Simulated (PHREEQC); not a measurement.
Solution (25 °C): 1.1 mol NaCl, 0.0116 mol H3BO3 and 2.7 mol KBr per kg of water. Closed to the air; pH follows from the charge balance.

Computed with PHREEQC (Pitzer model, pitzer.dat).

Q: The ionic strength comes out as 3.80 mol/kgw. What activity coefficients do B(OH)4-, Na+, K+, Br-, Cl- get?

A: B(OH)4- 0.34, Na+ 0.85, K+ 0.62, Br- 0.63, Cl- 0.58. Single-ion values are on the MacInnes scale.

No solid was allowed to form. In brines, pH and single-ion activities rest on the MacInnes convention.
